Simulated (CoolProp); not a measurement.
CH2F2 (R32) at 298.15 K and 1.16 MPa flows at 0.1 m/s in a round tube of 100 mm bore and 1.5 µm roughness, fully developed (64/Re and Nu = 3.66 if laminar; Colebrook and Gnielinski if turbulent). Each further row changes one setting.

The numbers come from the reference Helmholtz-energy equation of state, Tillner-Roth 1997 in CoolProp.

```tsv
case	Reynolds number	Darcy friction factor	pressure drop (Pa/m)	heat-transfer coefficient (W/(m² K))	mass flow (kg/h)
as stated	21400	0.0255	0.0369	10.3	?
velocity 0.2 m/s	42800	0.0217	0.125	17.9	164
diameter 200 mm	42800	0.0217	0.0157	?	?
```

Task: Some entries are withheld; supply them.

Result: 
- as stated, mass flow (kg/h): 81.8
- diameter 200 mm, heat-transfer coefficient (W/(m² K)): 8.95
- diameter 200 mm, mass flow (kg/h): 327

Viscosity comes from a separate model (Bell 2016), an estimate that may be off by 10 % or more. Thermal conductivity comes from a separate model (Huber 2003), an estimate that may be off by 10 % or more.
